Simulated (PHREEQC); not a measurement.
Solution (25 °C): 0.018 mol HCl, 0.034 mol ZnSO4 and 0.00089 mol CuCl2 per kg of water. Closed to the air; pH follows from the charge balance.

All values are PHREEQC results (ion-association model, phreeqc.dat), not measurements.

No solid was allowed to form.

### Question
Order these Cu species by the share of Cu that they hold, largest first: CuCl+, CuSO4, Cu+2.

### Answer
Cu+2 (68 %), CuSO4 (30 %), CuCl+ (1.4 %)

The pH is 2.02 and the ionic strength 0.0951 mol/kgw.
